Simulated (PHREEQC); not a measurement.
## Metal-bearing waste water (model solution)

A solution holds 0.012 mol Al2(SO4)3, 0.0028 mol NiCl2, 0.0002 mol H2SO4 and 0.021 mol NaCl per kg of water, at 15 °C. Closed to the air; pH follows from the charge balance.

All values are PHREEQC results (ion-association model, wateq4f.dat), not measurements.

```json
{
  "pH": "3.59",
  "ionic_strength": "0.0849 mol/kgw",
  "total_alkalinity": "-0.400 meq/kg"
}
```

| species | molality | activity | log γ |
|---|---|---|---|
| Cl- | 0.0265 | 0.0207 | -0.108 |
| Na+ | 0.0205 | 0.0163 | -0.099 |
| AlSO4+ | 0.0167 | 0.0132 | -0.102 |
| SO4-2 | 0.0130 | 0.00518 | -0.399 |
| Al+3 | 0.00470 | 0.000919 | -0.708 |
| Al(SO4)2- | 0.00260 | 0.00205 | -0.102 |
| Ni+2 | 0.00202 | 0.000801 | -0.402 |
| NiSO4 | 0.000725 | 0.000739 | 0.008 |
| NaSO4- | 0.000495 | 0.000396 | -0.097 |
| H+ | 0.000310 | 0.000259 | -0.079 |

No solid was allowed to form.
